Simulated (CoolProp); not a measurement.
Dimethyl carbonate at 298.15 K and 0.00431 MPa is throttled through a valve to 0.00278 MPa with no heat exchange. Each further row changes one setting.

Values from CoolProp's reference Helmholtz-energy equation of state, Zhou 2011.

```
case                          temperature change (K)  final density (kg/m³)
----------------------------  ----------------------  ---------------------
as stated                                       -0.1                    [?]
outlet pressure 0.000834 MPa                    -0.1                    [?]
outlet pressure 0.00361 MPa                      [?]                    [?]
```

What belongs in the gaps?


- as stated, final density (kg/m³): 0.101
- outlet pressure 0.000834 MPa, final density (kg/m³): 0.0303
- outlet pressure 0.00361 MPa, temperature change (K): -0.0
- outlet pressure 0.00361 MPa, final density (kg/m³): 0.131
